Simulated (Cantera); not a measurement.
A perfectly stirred reactor is fed with 9.71 % C₂H₆, 90.3 % N₂, at 0.132 atm; it is held at 1600 K, and followed from long to short residence time.

Detailed kinetics in Cantera: GRI-Mech 3.0 (53 species, 325 reactions). GRI-Mech 3.0 stops at C3 and has no aromatics, soot or wall deposition, so with more carbon than oxygen in the feed, carbon stays in small species such as C2H2 where larger ones or solid carbon would form.

One state of this run: x C₂H₆ = 0.00520; x CH₄ = 0.0331; x C₂H₄ = 0.0156; x C₂H₂ = 0.0474; x HCN = 7.14e-7; x CH₂ = 3.85e-6. x: mole fraction; the columns are a selection and need not sum to one.

Problem. Which value of τ (s) does it belong to?
A. 0.0037
B. 1.4
C. 0.13
D. 0.0011

Solution. A, 0.0037
